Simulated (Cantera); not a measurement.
Charge: 1 mol TiO2, 4.3 mol CH4, 18 mol H2, equilibrated at 3150 Torr.

Equilibrium computed with Cantera from the NASA thermochemical tables; the gas is ideal and each condensed phase is pure. Candidate condensed phases: C, C6H6, C7H8, C8H18, H2O, Ti, TiC, TiO, TiO2, Ti2O3, Ti3O5, Ti4O7; 113 gas species. TiC: taken at fixed stoichiometry. Kinetics and transport are ignored. All values below are at 1702 °C.

Base state: H2 0.927, CO 0.0700, CH4 0.00164, H 0.000643, C2H2 (acetylene) 0.000602, H2O 3.53e-5, CH3 2.26e-5, C2H4 1.82e-5 (mole fractions); condensed: C(graphite) + TiC(s).

**Question.** What changes in the equilibrium state with this change: pressure from 3150 Torr to 0.0975 Torr?

**Answer.** 
| species | before | after |
|---|---|---|
| H2 | 0.927 | 0.824 |
| H | 0.000643 | 0.109 |
| CO | 0.0700 | 0.0661 |
| CH4 | 0.00164 | 4.01e-8 |
| H2O | 3.53e-5 | <1e-9 |
| C(graphite), mol | 1.22 | 1.27 |
| TiC(s), mol | 1.00 | 1.000 |
